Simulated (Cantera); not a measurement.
Cantera run:

```python
import numpy as np
import cantera as ct

gas_names = """
    H HNO HNO2 HNO3 HO2 H2 H2O H2O2 N NH NH2 NH3 NH2OH NO NO2 NO3 N2 N2H2 N2H4 N2O O OH O2 O3 Si SiH
    SiH2 SiH3 SiH4 SiN SiO SiO2 Si2 Si2N Si3
""".split()
cond_names = """
    H2O(s) H2O(L) Si(cr) Si(L) SiO2(Lqz) SiO2(hqz) SiO2(L) Si2N2O(s) Si3N4(a)
""".split()


# ... load() reads the species with a 1 bar reference pressure and builds the phases ...
atoms = {
    'Si3N4': {'Si': 3, 'N': 4},
    'H2O': {'H': 2, 'O': 1},
    'N2': {'N': 2},
}
top_T = {'Si2N2O(s)': 2100, 'Si3N4(a)': 2400}  # K; cautious upper limits of use, not melting points


# ... equilibrate(T, P, feed) seeds the gas with the atoms and calls Mixture.equilibrate('TP', solver="vcs", rtol=1e-11, max_steps=5000) ...
results = []
feed = {'Si3N4': 1, 'H2O': 1.4, 'N2': 630}  # mol
P = 3.1  # Pa
for T in [975, 1075, 1175, 1275, 1375, 1475, 1575, 1675, 1775, 1875, 1975, 2075, 2175]:
    mix = equilibrate(T, P, feed)
    results.append((T, P, feed, dict(zip(mix.species_names, mix.species_moles))))

top = {s: max(r[3][s] / sum(r[3][g] for g in gas_names) for r in results) for s in gas_names}
cols = sorted((s for s in top if top[s] > 0.0001), key=lambda s: -top[s])[:9]
seen = [c for c in cond_names if any(r[3].get(c, 0) > 1e-12 for r in results)]
print("log10 of partial pressures in bar; condensed amounts in mol")
print(f"{'T/K':>10s}" + "".join(f"{s[:9]:>10s}" for s in cols + seen))
for T, P, feed, n in results:
    ng = sum(n[g] for g in gas_names)
    print(f"{T:10.4g}" + "".join(f"{np.log10(max(n[s] / ng * P / 1e5, 1e-99)):10.3f}" for s in cols)
          + "".join(f"{n.get(c, 0):10.4g}" for c in seen))
```

Result:

```
log10 of partial pressures in bar; condensed amounts in mol
       T/K        N2         H        Si        H2       SiO    Si(cr) Si2N2O(s)  Si3N4(a)
       975    -4.510   -12.523   -20.869    -7.163   -16.935         0       1.4   0.06667
      1075    -4.510   -11.415   -17.399    -7.163   -14.012         0       1.4   0.06667
      1175    -4.510   -10.493   -14.525    -7.163   -11.595         0       1.4   0.06668
      1275    -4.510    -9.714   -12.105    -7.164    -9.563         0     1.394   0.06852
      1375    -4.510    -9.048   -10.042    -7.166    -7.833         0       1.1     0.166
      1475    -4.511    -8.475    -8.261    -7.175    -7.165         0         0    0.4947
      1575    -4.511    -7.982    -7.241    -7.201    -7.166    0.3883         0         0
      1675    -4.512    -7.567    -7.112    -7.263    -7.166         0         0         0
      1775    -4.512    -7.241    -7.110    -7.405    -7.167         0         0         0
      1875    -4.512    -7.024    -7.110    -7.682    -7.167         0         0         0
      1975    -4.512    -6.919    -7.110    -8.110    -7.167         0         0         0
      2075    -4.513    -6.882    -7.110    -8.615    -7.167         0         0         0
      2175    -4.513    -6.871    -7.110    -9.119    -7.167         0         0         0
```

Equilibrium computed with Cantera from the NASA thermochemical tables; the gas is ideal and each condensed phase is pure. Mutual solubility and eutectic melting of coexisting phases are not modelled.
